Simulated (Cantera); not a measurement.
Input: 1 mol Si2Cl6, 33 mol N2, at 948 K and 0.0638 Torr.

Method: chemical equilibrium by Gibbs-energy minimisation in Cantera with the NASA 1993 tables (ideal gas, pure condensed phases). Candidate condensed phases: Si, Si3N4; 13 gas species. The feed counts by its element totals alone. N2 is the only nitrogen source here; it is nearly inert below about 1500 K, so the nitride shown seldom forms there in practice. The tables' values for SiCl3 are old estimates; treat these amounts as uncertain. Equilibrium is a limit: real reactors are often held back by kinetics, nucleation or transport.

Base state: N2 0.956, SiCl4 0.0438, SiCl3 0.000145, SiCl2 1.62e-5 (mole fractions); condensed: Si3N4(s).

Q: What changes in the equilibrium state with this change: Si2Cl6 replaced by SiH4?

A: 
```json
[
 {"species": "N2", "before": "0.956", "after": "0.942"},
 {"species": "H2", "before": "0", "after": "0.0583"},
 {"species": "SiCl4", "before": "0.0438", "after": "0"},
 {"species": "SiCl3", "before": "0.000145", "after": "0"},
 {"species": "SiCl2", "before": "1.62e-5", "after": "0"},
 {"species": "Si3N4(s), mol", "before": "0.166", "after": "0.333"}
]
```
